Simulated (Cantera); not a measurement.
A perfectly stirred reactor is fed with CH₄ : C₂H₆ : C₃H₈ : O₂ : N₂ : H₂O = 1 : 0.049 : 0.94 : 4.04 : 15.2 : 0.81 (molar parts), equivalence ratio 1.7, at 0.938 atm; it is adiabatic with a 373 K inlet, and is followed from long to short residence time, starting on the burning branch (τ in s: 0.15, 0.063, 0.026, 0.011, 0.0046, 0.0019, 0.0008, 0.00033, 0.00014, 5.8e-05, 2.4e-05).

Model: GRI-Mech 3.0 (53 species, 325 reactions), integrated in Cantera. GRI-Mech 3.0 was tuned for natural gas; its chemistry of propane as a main component is partial and can be far from experiment.

Problem. What does this change do: 1.3 parts CO2 added?

Solution. 
```
quantity                                                                       before                               after
------------------------------------------------  -----------------------------------  ----------------------------------
blow-out, bracketed by the residence times tried  burning at 1.90 ms, out at 0.800 ms  burning at 4.60 ms, out at 1.90 ms
x(CH₄) at τ = 0.150 s                                                         0.00330                             0.00432
x(C₂H₆) at τ = 0.150 s                                                        2.60e-6                             8.33e-6
x(C₃H₈) at τ = 0.150 s                                                        1.32e-6                             2.86e-6
x(HCO) at τ = 0.150 s                                                         4.19e-8                             3.60e-8
x(H₂O) at τ = 0.150 s                                                           0.163                               0.173
x(CH₄) at τ = 1.90 ms                                                         0.00686                              0.0428
x(C₂H₆) at τ = 1.90 ms                                                       0.000108                             0.00210
x(C₃H₈) at τ = 1.90 ms                                                        8.46e-5                              0.0403
x(HCO) at τ = 1.90 ms                                                         1.71e-6                              <1e-12
x(H₂O) at τ = 1.90 ms                                                           0.171                              0.0347
```
